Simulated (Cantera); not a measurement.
A Cantera script and what it prints.

```python
import numpy as np
import cantera as ct

gas_names = """
    CL CL2 H HCL H2 Si SiCL SiCL2 SiCL3 SiCL4 SiH SiHCL3 SiH2 SiH2CL2 SiH3 SiH3CL SiH4 Si2 Si3
""".split()
cond_names = """
    Si(cr) Si(L)
""".split()


def load(file, names, dense=False):
    # The tables refer to 1 bar. Condensed volumes are neglected.
    table = {s.name: s for s in ct.Species.list_from_file(file)}
    out = []
    for n in names:
        d = dict(table[n].input_data)
        d["thermo"] = dict(d["thermo"], **{"reference-pressure": 1e5})
        if dense:
            d["equation-of-state"] = {"model": "constant-volume", "density": "1e6 g/cm^3"}
        out.append(ct.Species.from_dict(d))
    return out


gas = ct.Solution(thermo="ideal-gas", species=load("nasa_gas.yaml", gas_names))
cond = {s.name: ct.Solution(thermo="fixed-stoichiometry", species=[s], name=s.name)
        for s in load("nasa_condensed.yaml", cond_names, dense=True)}
atoms = {
    'SiHCl3': {'Si': 1, 'H': 1, 'CL': 3},
    'H2': {'H': 2},
}
top_T = {}  # K; cautious upper limits of use, not melting points


def equilibrate(T, P, feed):
    n = {}
    for name, mol in feed.items():
        for a, k in atoms[name].items():
            n[a] = n.get(a, 0.0) + k * mol
    gas.TPX = T, P, n
    mass = sum(n.values()) * gas.mean_molecular_weight
    gas.equilibrate("TP")
    valid = [c for c in cond.values() if c.min_temp <= T <= top_T.get(c.name, c.max_temp)]
    mix = ct.Mixture([(gas, mass / gas.mean_molecular_weight)] + [(c, 0.0) for c in valid])
    mix.T, mix.P = T, P
    mix.equilibrate("TP", solver="vcs", rtol=1e-11, max_steps=5000)
    return mix


results = []
feed = {'SiHCl3': 1, 'H2': 6.3}  # mol
P = 120  # Pa
for T in [1075, 1125, 1175, 1225, 1275, 1325, 1375, 1425, 1475]:
    mix = equilibrate(T, P, feed)
    results.append((T, P, feed, dict(zip(mix.species_names, mix.species_moles))))

top = {s: max(r[3][s] / sum(r[3][g] for g in gas_names) for r in results) for s in gas_names}
cols = sorted((s for s in top if top[s] > 1e-06), key=lambda s: -top[s])[:8]
seen = [c for c in cond_names if any(r[3].get(c, 0) > 1e-12 for r in results)]
print("log10 of partial pressures in bar; condensed amounts in mol")
print(f"{'T/K':>10s}" + "".join(f"{s[:9]:>10s}" for s in cols + seen))
for T, P, feed, n in results:
    ng = sum(n[g] for g in gas_names)
    print(f"{T:10.4g}" + "".join(f"{np.log10(max(n[s] / ng * P / 1e5, 1e-99)):10.3f}" for s in cols)
          + "".join(f"{n.get(c, 0):10.4g}" for c in seen))
```

Output:

```
log10 of partial pressures in bar; condensed amounts in mol
       T/K        H2       HCL     SiCL2     SiCL4     SiCL3    SiHCL3         H   SiH2CL2    Si(cr)
      1075    -3.006    -3.963    -4.629    -4.197    -5.013    -5.145    -9.336    -7.026    0.3231
      1125    -3.019    -3.858    -4.370    -4.355    -4.908    -5.277    -8.862    -7.110    0.3089
      1175    -3.032    -3.786    -4.181    -4.596    -4.883    -5.469    -8.428    -7.235    0.2759
      1225    -3.042    -3.746    -4.062    -4.923    -4.942    -5.725    -8.027    -7.401     0.238
      1275    -3.047    -3.728    -3.996    -5.310    -5.060    -6.023    -7.656    -7.594    0.2078
      1325    -3.049    -3.724    -3.960    -5.718    -5.207    -6.334    -7.311    -7.794    0.1866
      1375    -3.050    -3.725    -3.940    -6.120    -5.361    -6.640    -6.990    -7.990     0.171
      1425    -3.050    -3.728    -3.927    -6.504    -5.513    -6.932    -6.691    -8.177    0.1586
      1475    -3.050    -3.733    -3.918    -6.867    -5.658    -7.208    -6.412    -8.353    0.1479
```

Equilibrium computed with Cantera from the NASA thermochemical tables; the gas is ideal and each condensed phase is pure. The tables' values for SiCl3, SiCl are old estimates; treat these amounts as uncertain.
